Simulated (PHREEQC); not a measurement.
Model water analysis in mg/kgw, 35 °C, pH 6.29, pe 2.6: Na 4480; K 57.6; Ca 437; Mg 952; Cl 9980; S(6) as SO4 312; Alkalinity as HCO3 1.38; Zn 5.08; Mn(2) 33.4.

Cl is adjusted to close the charge balance.
Valence states are taken as typed.

Model: ion-association model, wateq4f.dat, run in PHREEQC.

The ionic strength comes out as 0.345 mol/kgw. What activity coefficients do KSO4-, Ca+2, Mg+2, SO4-2, NaSO4- get?

KSO4- 0.71, Ca+2 0.27, Mg+2 0.30, SO4-2 0.23, NaSO4- 0.71.

This is a speciation only: nothing precipitates in the calculation.
